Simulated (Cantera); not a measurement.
Input: 1 mol CH3SiCl3, 0.015 mol C2H2, a varied amount of H2, held at 2350 K and 16.0 mbar.

These are equilibrium values from Cantera (NASA tables, ideal gas, pure condensed phases), not measurements of a reactor. Candidate condensed phases: C, C6H6, C7H8, C8H18, Si, SiC; 109 gas species. The feed counts by its element totals alone. Kinetics and transport are ignored.

Question: At 680 mol H2, list the 5 most abundant gas species with their mole fractions, and the condensed phases.

Answer: H2 0.900, H 0.0935, HCl 0.00389, Si 0.00129, C2H2 (acetylene) 0.000680. Condensed: gas only.
